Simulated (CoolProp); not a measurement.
Dodecamethylcyclohexasiloxane (D6) at several states: density (kg/m³) from the reference equation and from simpler models built on Tc = 645.8 K, pc = 961.4 kPa, ω = 0.736; each cubic takes its own stable root.

Values from CoolProp's reference Helmholtz-energy equation of state, Colonna 2008. It is a short technical equation, of lower accuracy than the large ones.

| T (K) | p (kPa) | phase | reference |
|---|---|---|---|
| 342.9 | 10.2 | liquid | 918.9 |
| 332.9 | 447 | liquid | 931.3 |
| 479.4 | 41.6 | liquid | 758.2 |
| 618.2 | 2380 | liquid | 576.7 |
| 331.5 | 2450 | liquid | 938.5 |
| 382.4 | 216 | liquid | 875.5 |

### Question
How far does each simpler model (van der Waals, Redlich-Kwong, Soave-Redlich-Kwong, Peng-Robinson) lie from the reference over these 6 states: mean and median of the absolute difference, and the worst?

### Answer
- van der Waals: mean 59.9 %, median 43.7 %, worst -99.8 % at 342.9 K and 10.2 kPa
- Redlich-Kwong: mean 29.5 %, median 17.0 %, worst -99.4 % at 479.4 K and 41.6 kPa
- Soave-Redlich-Kwong: mean 9.8 %, median 10.5 %, worst -11.9 % at 331.5 K and 2450 kPa
- Peng-Robinson: mean 2.3 %, median 1.4 %, worst +4.7 % at 479.4 K and 41.6 kPa

At some of these states van der Waals, Redlich-Kwong gives the other phase, because its saturation line lies elsewhere.
